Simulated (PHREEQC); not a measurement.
Dissolve 0.081 mol/kgw MnSO4 and 0.12 mol/kgw MgSO4 at 71 °C. Closed to the air; pH follows from the charge balance.

The numbers come from PHREEQC with the ion-association model, phreeqc.dat.

Precipitation was switched off in this run.

Task: Predict the pH, ionic strength, specific conductance.

Result: pH 5.94; ionic strength 0.257 mol/kgw; specific conductance 21500 µS/cm.

Task: In which forms is Mg present?

Result: MgSO4 73 %, Mg+2 27 % of the Mg.

Away from 25 °C the constants follow the database's enthalpies or fits; those with neither stay at their 25 °C values.
